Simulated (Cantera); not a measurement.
A freely propagating, adiabatic, planar premixed flame of H₂ : O₂ : N₂ : H₂O = 1 : 0.417 : 1.57 : 0.53 (molar parts), equivalence ratio 1.2, unburnt at 525 K and 4.00 bar; multicomponent+Soret transport, grid criteria slope 0.08 and curve 0.16, no radiation.

Cantera simulation using the H2/O2 subset of GRI-Mech 3.0, which has no nitrogen chemistry; the numbers are that mechanism's predictions, not measurements. The hydrogen kinetics of GRI-Mech 3.0 are dated; newer H2 mechanisms differ, most at raised pressure. Burning velocities carry a grid error of a few per cent, more on coarse grids.

x: mole fraction of selected species; z is measured from the peak of heat release.

| z (mm) | T (K) | u (m/s) | x H₂ | x O₂ | x H₂O | x HO₂ | x OH | x H |
|---|---|---|---|---|---|---|---|---|
| -0.210 | 525 | 3.42 | 0.284 | 0.119 | 0.151 | <1e-8 | <1e-8 | <1e-8 |
| -0.140 | 525 | 3.42 | 0.283 | 0.119 | 0.151 | (withheld) | <1e-8 | <1e-8 |
| -0.105 | 526 | 3.41 | 0.281 | 0.119 | 0.152 | 7.63e-7 | <1e-8 | <1e-8 |
| -0.0699 | 530 | 3.39 | 0.271 | 0.121 | 0.154 | 1.06e-5 | <1e-8 | <1e-8 |
| -0.0350 | 614 | 3.74 | 0.227 | 0.125 | 0.167 | 0.000520 | 1.90e-5 | 1.07e-5 |
| -0.0175 | 913 | 5.40 | 0.186 | 0.113 | 0.205 | 0.00102 | 0.000671 | 0.00110 |
| 0 | (withheld) | 7.71 | (withheld) | (withheld) | (withheld) | (withheld) | (withheld) | (withheld) |
| 0.0175 | 1593 | 9.29 | 0.0935 | 0.0457 | 0.339 | 0.000191 | 0.00491 | 0.0156 |
| 0.0350 | 1749 | 10.2 | 0.0697 | 0.0246 | 0.377 | 8.83e-5 | 0.00778 | 0.0185 |
| 0.0699 | 1900 | 11.0 | 0.0560 | 0.0110 | 0.403 | 3.38e-5 | 0.00983 | 0.0160 |
| 0.140 | 2024 | 11.7 | 0.0511 | 0.00565 | 0.417 | 1.49e-5 | 0.00896 | 0.0104 |
| 0.280 | 2113 | 12.1 | 0.0477 | 0.00288 | 0.428 | 6.46e-6 | 0.00675 | 0.00617 |
| 0.560 | 2168 | 12.4 | 0.0451 | 0.00126 | 0.436 | 2.32e-6 | 0.00454 | 0.00354 |

Task: What belongs in the gaps?

Result: 
- -0.140, x HO₂: 6.13e-8
- 0, T (K): 1316
- 0, x H₂: 0.137
- 0, x O₂: 0.0807
- 0, x H₂O: 0.274
- 0, x HO₂: 0.000444
- 0, x OH: 0.00205
- 0, x H: 0.00770
